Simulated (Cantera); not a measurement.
Input: 1 mol SiHCl₃, 190 mol H₂, held at 2348 K and 3.45 Torr.

Equilibrium computed with Cantera from the NASA thermochemical tables; the gas is ideal and each condensed phase is pure. Candidate condensed phases: Si; 19 gas species. The tables' values for SiCl are old estimates; treat these amounts as uncertain. Kinetics and transport are ignored.

**Question.** What is the equilibrium state?

**Answer.** 
- x(H₂): 0.817
- x(H): 0.165
- x(HCl): 0.0124
- x(Si): 0.00461
- x(Cl): 0.00179
- x(SiH): 9.54e-5
- x(SiCl): 3.05e-5
- x(SiH₂): 6.99e-6
- x(SiCl₂): 4.76e-6
- gas amount: 210.5 mol
- log10 activity of Si(l) (absent): -1.82
